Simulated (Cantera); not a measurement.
A freely propagating, adiabatic, planar premixed flame of H2 : O2 : N2 = 1 : 0.192 : 0.723 (molar parts), equivalence ratio 2.6, unburnt at 550 K and 0.276 atm; mixture-averaged transport, grid criteria slope 0.08 and curve 0.16, no radiation.

Cantera simulation using the H2/O2 subset of GRI-Mech 3.0, which has no nitrogen chemistry; the numbers are that mechanism's predictions, not measurements. Burning velocities carry a grid error of a few per cent, more on coarse grids.

x: mole fraction of selected species; z is measured from the peak of heat release.

| z (mm) | T (K) | u (m/s) | x H2 | x O2 | x OH | x H | x H2O2 | x H2O |
|---|---|---|---|---|---|---|---|---|
| -7.17 | 550 | 6.20 | 0.522 | 0.100 | <1e-8 | <1e-8 | <1e-8 | <1e-8 |
| -4.78 | 550 | 6.20 | 0.522 | 0.100 | <1e-8 | <1e-8 | <1e-8 | <1e-8 |
| -3.58 | 550 | 6.20 | 0.522 | 0.100 | <1e-8 | <1e-8 | <1e-8 | <1e-8 |
| -2.39 | 550 | 6.20 | 0.522 | 0.100 | <1e-8 | 2.88e-7 | <1e-8 | 1.26e-7 |
| -1.19 | 572 | 6.43 | 0.519 | 0.1000 | (withheld) | 0.000542 | 1.72e-6 | 0.00128 |
| -0.597 | 750 | 8.29 | 0.491 | 0.0946 | (withheld) | 0.0112 | 1.45e-6 | 0.0170 |
| 0 | 1108 | 11.9 | 0.382 | 0.0556 | (withheld) | 0.0641 | 2.60e-7 | 0.101 |
| 0.597 | 1333 | 14.3 | 0.299 | 0.00792 | 0.00159 | 0.101 | 1.15e-7 | 0.193 |
| 1.19 | 1419 | 15.2 | 0.292 | 0.000832 | 0.00157 | 0.0989 | 7.65e-8 | 0.208 |
| 2.39 | 1511 | 16.0 | 0.299 | 0.000159 | (withheld) | 0.0871 | 7.22e-8 | 0.211 |
| 4.78 | 1614 | 17.0 | 0.309 | 0.000122 | 0.00202 | 0.0723 | 5.95e-8 | 0.212 |
| 9.55 | 1723 | 18.0 | 0.320 | 8.62e-5 | 0.00206 | 0.0562 | 3.89e-8 | 0.214 |
| 19.1 | 1823 | 18.9 | 0.330 | 5.20e-5 | (withheld) | 0.0411 | 2.15e-8 | 0.216 |

Problem. Fill in the missing entries.

Solution. 
- -1.19, x OH: 5.47e-5
- -0.597, x OH: 0.000280
- 0, x OH: 0.00122
- 2.39, x OH: 0.00181
- 19.1, x OH: 0.00187
